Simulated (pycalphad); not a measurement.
Source of the numbers: pycalphad with the COST 507 light-alloy database (1999); pressure 1 atm. These are 1990s assessments: newer ones move some temperatures and phases. Kinetics are ignored, which matters at the lower temperatures.

## Ti-0.34C (at.%): equilibrium cooling sequence

| T (K) | phases above | phases below |
|---|---|---|
| 1939.8 | LIQUID | BCC_A2 + LIQUID |
| 1939.6 | BCC_A2 + LIQUID | BCC_A2 |
| 1186.5 | BCC_A2 | BCC_A2 + HCP_A3 |
| 1161.9 | BCC_A2 + HCP_A3 | HCP_A3 |
| 832.4 | HCP_A3 | FCC_A1 + HCP_A3 |

Changes were sought between steps of 40 K, so a narrower field can be missed.

FCC_A1 is fcc; BCC_A2 is bcc; HCP_A3 is hcp. The fcc model also describes the rock-salt carbide or nitride (TiC, TiN, HfC).
